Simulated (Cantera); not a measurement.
**Gas-phase reforming**

A perfectly stirred reactor is fed with 48.3 % CH₄, 25.1 % CO₂, 26.6 % H₂, at 18800 Torr; it is held at 1975 K, and followed from long to short residence time.

Detailed kinetics in Cantera: GRI-Mech 3.0 (53 species, 325 reactions). GRI-Mech 3.0 stops at C3 and has no aromatics, soot or wall deposition, so with more carbon than oxygen in the feed, carbon stays in small species such as C2H2 where larger ones or solid carbon would form. The pressure lies above the range GRI-Mech 3.0 was tuned for (to about 10 atm).

| τ (s) | x CH₄ | x CO₂ | x H₂ | x CH₂ | x H₂O₂ |
|---|---|---|---|---|---|
| 22 | 0.0433 | 1.67e-5 | 0.604 | 1.37e-7 | <1e-12 |
| 6.0 | 0.0433 | 4.49e-5 | 0.604 | 1.38e-7 | <1e-12 |
| 1.7 | 0.0435 | 0.000141 | 0.603 | 1.39e-7 | <1e-12 |
| 0.46 | 0.0441 | 0.000483 | 0.600 | 1.43e-7 | <1e-12 |
| 0.13 | 0.0458 | 0.00149 | 0.592 | 1.56e-7 | <1e-12 |
| 0.035 | 0.0500 | 0.00407 | 0.571 | 1.92e-7 | <1e-12 |
| 0.0097 | 0.0582 | 0.00909 | 0.536 | 2.69e-7 | 3.25e-12 |
| 0.0027 | 0.0746 | 0.0189 | 0.490 | 3.98e-7 | 8.78e-12 |
x: mole fraction; the columns are a selection and need not sum to one.
